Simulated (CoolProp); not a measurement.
Vapour-liquid equilibrium of isohexane (1) + benzene (2) at 75.75 °C; x and y are mole fractions of (1).

The numbers come from the multi-fluid Helmholtz-energy mixture model, Lemmon 2006 and Thol 2012; pair parameters Bell 2016 in CoolProp.

```json
[
 {"x": "0.05", "bubble pressure (kPa)": "97.82", "y at the bubble point": "0.135", "dew pressure at overall composition x (kPa)": "91.80", "liquid density (mol/L)": "10.23"},
 {"x": "0.15", "bubble pressure (kPa)": "112.1", "y at the bubble point": "0.311", "dew pressure at overall composition x (kPa)": "98.92", "liquid density (mol/L)": "9.765"},
 {"x": "0.25", "bubble pressure (kPa)": "122.6", "y at the bubble point": "0.426", "dew pressure at overall composition x (kPa)": "106.9", "liquid density (mol/L)": "9.336"},
 {"x": "0.35", "bubble pressure (kPa)": "130.8", "y at the bubble point": "0.515", "dew pressure at overall composition x (kPa)": "115.6", "liquid density (mol/L)": "8.939"},
 {"x": "0.45", "bubble pressure (kPa)": "137.5", "y at the bubble point": "0.591", "dew pressure at overall composition x (kPa)": "124.8", "liquid density (mol/L)": "8.572"},
 {"x": "0.55", "bubble pressure (kPa)": "143.2", "y at the bubble point": "0.662", "dew pressure at overall composition x (kPa)": "133.9", "liquid density (mol/L)": "8.230"},
 {"x": "0.65", "bubble pressure (kPa)": "148.3", "y at the bubble point": "0.733", "dew pressure at overall composition x (kPa)": "142.3", "liquid density (mol/L)": "7.913"},
 {"x": "0.75", "bubble pressure (kPa)": "152.8", "y at the bubble point": "0.805", "dew pressure at overall composition x (kPa)": "149.4", "liquid density (mol/L)": "7.616"},
 {"x": "0.85", "bubble pressure (kPa)": "156.8", "y at the bubble point": "0.881", "dew pressure at overall composition x (kPa)": "155.2", "liquid density (mol/L)": "7.340"},
 {"x": "0.95", "bubble pressure (kPa)": "160.4", "y at the bubble point": "0.959", "dew pressure at overall composition x (kPa)": "160.0", "liquid density (mol/L)": "7.080"}
]
```

No azeotrope shows between x = 0.05 and 0.95.

The pair parameters rest on a limited set of measurements; away from them the model extrapolates.
